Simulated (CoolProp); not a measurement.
Model: reference Helmholtz-energy equation of state, Lemmon 2003, in CoolProp. It is a pseudo-pure fit of the blend.

Task: For R410A, give the phase and the Z, Joule-Thomson coefficient (K/MPa), viscosity (µPa s), Prandtl number at 210.6 K and 1390 kPa; 345.6 K and 1390 kPa; 384.2 K and 1390 kPa.

Result: 
- 210.6 K and 1390 kPa: liquid; Z 0.0415, Joule-Thomson coefficient -0.287, viscosity 349, Prandtl number 3.35
- 345.6 K and 1390 kPa: gas; Z 0.889, Joule-Thomson coefficient 12.5, viscosity 15.4, Prandtl number 0.871
- 384.2 K and 1390 kPa: gas; Z 0.927, Joule-Thomson coefficient 8.84, viscosity 17.0, Prandtl number 0.836

Viscosity comes from a separate model (Geller 2000). Thermal conductivity comes from a separate model (Geller 2001).
